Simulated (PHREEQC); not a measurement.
0.11 g of hydrous ferric oxide (600 m²/g; 0.2 weak and 0.005 strong sites per Fe, Dzombak-Morel constants, diffuse double layer) in 1 kg of water with 0.005 mol/kgw of an inert sodium salt and 1.9e-06 mol H3BO3 and 4.3e-07 mol MgCl2, at 25 °C; the pH is set by adding NaOH or the inert anion's acid. Oxygen is held at 0.21 atm. CO2 from the air is kept out. Nothing may precipitate in this run.

Base run: PHREEQC, ion-association model, wateq4f.dat. Each further column changes one thing. The table gives Mg sorbed (%).

```tsv
pH	base	no electrostatic term (-no_edl)	background salt from 0.005 to 0.0005 mol/kgw	oxide from 0.11 to 0.55 g/kgw	8.1e-05 mol/kgw Ag2SO4 added
4	0.0	0.0	0.0	0.0	0.0
4.5	0.0	0.0	0.0	0.0	0.0
5	0.0	0.0	0.0	0.0	0.0
6	0.0	0.0	0.0	0.0	0.0
6.5	0.0	0.2	0.0	0.2	0.1
7	0.3	1.5	0.3	1.6	0.4
7.5	2.9	8.1	___	12.9	2.9
8.5	72.4	50.5	___	93.0	69.2
9	96.1	67.7	___	99.2	94.5
9.5	99.5	75.4	___	99.9	99.1
10	99.9	77.8	100.0	100.0	___
11	100.0	74.7	100.0	100.0	100.0
11.5	100.0	___	100.0	100.0	100.0
12	100.0	48.0	100.0	100.0	100.0
```

Q: Some entries are withheld; supply them.

A: 
- 7.5, background salt from 0.005 to 0.0005 mol/kgw: 3.3
- 8.5, background salt from 0.005 to 0.0005 mol/kgw: 76.6
- 9, background salt from 0.005 to 0.0005 mol/kgw: 97.0
- 9.5, background salt from 0.005 to 0.0005 mol/kgw: 99.7
- 10, 8.1e-05 mol/kgw Ag2SO4 added: 99.8
- 11.5, no electrostatic term (-no_edl): 66.1
